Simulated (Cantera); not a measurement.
Charge: 1 mol Si, 2.2 mol HCl, 1.6 mol H2, held at 573.15 K and 1.70 bar.

These are equilibrium values from Cantera (NASA tables, ideal gas, pure condensed phases), not measurements of a reactor. Candidate condensed phases: Si; 19 gas species. Rates play no part.

Base state: H2 0.806, SiCl4 0.112, SiHCl3 0.0790, SiH2Cl2 0.00255, HCl 1.62e-5, SiH3Cl 1.56e-5 (mole fractions); condensed: Si(s).

Task: What changes in the equilibrium state with this change: temperature from 573.15 K to 948 K?

Result: 
```tsv
species	before	after
H2	0.806	0.804
SiCl4	0.112	0.117
SiHCl3	0.0790	0.0683
HCl	1.62e-5	0.00620
SiCl2	<1e-9	7.28e-5
SiCl3	7.82e-8	0.000502
SiH3Cl	1.56e-5	5.95e-5
SiH2Cl2	0.00255	0.00404
Si(s), mol	0.383	0.393
```
The tables' values for SiCl3 are old estimates; treat these amounts as uncertain.
